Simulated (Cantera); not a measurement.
**Low-pressure radical oxidation in H2/O2**

An isothermal, constant-pressure homogeneous reactor starts with H2 : O2 : H2O = 0.011 : 1 : 0.0019 (molar parts), equivalence ratio 0.0055, at 1225 K and 1900 Pa.

Model: GRI-Mech 3.0 (53 species, 325 reactions), integrated in Cantera. Radical loss at walls, strong at low pressure, is not modelled.

```tsv
t (s)	x H2	x O2	x H	x OH	x O	x H2O	x HO2
0.000400	0.0109	0.987	2.54e-9	1.26e-8	1.60e-8	0.00188	8.98e-9
0.00113	0.0109	0.987	2.80e-8	1.67e-7	2.32e-7	0.00188	2.62e-8
0.00321	0.0106	0.987	1.85e-5	0.000109	0.000154	0.00205	5.78e-7
0.00907	6.74e-5	0.978	0.000499	0.00101	0.00875	0.0119	1.37e-6
0.0257	4.72e-5	0.979	0.000364	0.000891	0.00727	0.0121	1.23e-6
0.0727	2.99e-5	0.982	0.000181	0.000711	0.00456	0.0123	9.91e-7
0.206	1.18e-5	0.985	4.44e-5	0.000447	0.00178	0.0125	6.11e-7
0.583	2.78e-6	0.987	5.09e-6	0.000218	0.000418	0.0127	2.57e-7
1.65	5.01e-7	0.987	3.91e-7	9.31e-5	7.53e-5	0.0128	7.64e-8
4.67	9.13e-8	0.987	3.08e-8	3.99e-5	1.38e-5	0.0128	1.98e-8
13.2	1.97e-8	0.987	3.10e-9	1.86e-5	2.99e-6	0.0128	6.96e-9
37.4	5.30e-9	0.987	4.38e-10	9.69e-6	8.10e-7	0.0128	5.71e-9
106	2.29e-9	0.987	1.25e-10	6.38e-6	3.51e-7	0.0128	7.10e-9
300	1.99e-9	0.987	1.02e-10	5.95e-6	3.05e-7	0.0128	7.47e-9
```
x: mole fraction; the columns are a selection and need not sum to one.

Equilibrium at this temperature and pressure: H2 1.99e-9, O2 0.987, H 1.02e-10, OH 5.94e-6, O 3.05e-7, H2O 0.0128, HO2 7.47e-9 (gas phase only).
